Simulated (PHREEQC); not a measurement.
Solution (20 °C): 0.2 mol/kgw H2SO4, 0.21 mol/kgw Li2SO4 and 0.0002 mol/kgw Fe2(SO4)3. Closed to the air; pH follows from the charge balance.

The numbers come from PHREEQC with the ion-association model, phreeqc.dat.

```json
[
 {"quantity": "pH", "before": "0.98", "after": "2.52"},
 {"quantity": "ionic strength (mol/kgw)", "before": "0.635", "after": "0.0109"},
 {"quantity": "Li+ (mol/kgw)", "before": "0.383", "after": "0.00416"},
 {"quantity": "HSO4- (mol/kgw)", "before": "0.261", "after": "0.000663"},
 {"quantity": "SO4-2 (mol/kgw)", "before": "0.112", "after": "0.00340"},
 {"quantity": "LiSO4- (mol/kgw)", "before": "0.0369", "after": "4.08e-5"},
 {"quantity": "SI of Goethite (FeOOH)", "before": "-2.46", "after": "+1.48"},
 {"quantity": "SI of Hematite (Fe2O3)", "before": "-2.94", "after": "+4.95"}
]
```

### Question
Which change was made?
A. Fe2(SO4)3 from 0.0002 to 0.0001 mol/kgw
B. 0.21 mol/kgw TMAH added
C. H2SO4 left out
D. diluted 100-fold with water
E. diluted 10-fold with water

### Answer
D, diluted 100-fold with water

Precipitation was switched off in this run. Some of these states are supersaturated (in Hematite (slow to form), Goethite (slow to form), for instance).
